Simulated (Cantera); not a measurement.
A perfectly stirred reactor is fed with NO : N2 = 1 : 13 (molar parts), at 22.5 Torr; it is held at 2073 K, and followed from long to short residence time.

Computed with Cantera and GRI-Mech 3.0 (53 species, 325 reactions). Radical loss at walls, strong at low pressure, is not modelled.

Task: What does this change do: N2 13 to 20 parts?

Result: 
| quantity | before | after |
|---|---|---|
| x(NO) at τ = 1.70 s | 0.0649 | 0.0446 |
| x(N2O) at τ = 1.70 s | 1.84e-6 | 9.10e-7 |
| x(O2) at τ = 1.70 s | 0.00305 | 0.00135 |
| x(O) at τ = 1.70 s | 0.000411 | 0.000269 |
| x(NO2) at τ = 1.70 s | 2.19e-6 | 1.01e-6 |
| x(NO) at τ = 38.0 ms | 0.0714 | 0.0476 |
| x(N2O) at τ = 38.0 ms | 2.04e-6 | 9.09e-7 |
| x(O2) at τ = 38.0 ms | 3.56e-6 | 1.05e-6 |
| x(O) at τ = 38.0 ms | 2.02e-5 | 9.04e-6 |
| x(NO2) at τ = 38.0 ms | 1.19e-7 | 3.60e-8 |

Task: What does this change do: pressure from 22.5 Torr to 36.0 Torr?

Result: 
```tsv
quantity	before	after
x(NO) at τ = 1.70 s	0.0649	0.0619
x(N2O) at τ = 1.70 s	1.84e-6	1.70e-6
x(O2) at τ = 1.70 s	0.00305	0.00454
x(O) at τ = 1.70 s	0.000411	0.000393
x(NO2) at τ = 1.70 s	2.19e-6	3.21e-6
x(NO) at τ = 38.0 ms	0.0714	0.0714
x(N2O) at τ = 38.0 ms	2.04e-6	2.18e-6
x(O2) at τ = 38.0 ms	3.56e-6	9.41e-6
x(O) at τ = 38.0 ms	2.02e-5	3.25e-5
x(NO2) at τ = 38.0 ms	1.19e-7	3.09e-7
```
